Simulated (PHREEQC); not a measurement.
Solution (25 °C): 0.0032 mol/kgw CuSO4, 0.25 mol/kgw CuCl2, 0.0031 mol/kgw NaF and 0.2 mol/kgw NaCl. Closed to the air; pH follows from the charge balance.

Computed with PHREEQC (ion-association model, phreeqc.dat).

This is a speciation only: nothing precipitates in the calculation.

Question: Order these Cl species by the share of Cl that they hold, largest first: CuCl2, Cl-, CuCl+.

Answer: Cl- (89 %), CuCl+ (9.3 %), CuCl2 (2.0 %)

Question: Order these Cu species by the share of Cu that they hold, largest first: CuF+, CuCl2, CuSO4, Cu+2, CuCl+.

Answer: Cu+2 (70 %), CuCl+ (26 %), CuCl2 (2.7 %), CuSO4 (0.61 %), CuF+ (0.41 %)

The pH is 4.28 and the ionic strength 0.805 mol/kgw. Caution: at this ionic strength the ion-association model is outside its range; a Pitzer model would be the better tool where its parameters exist.
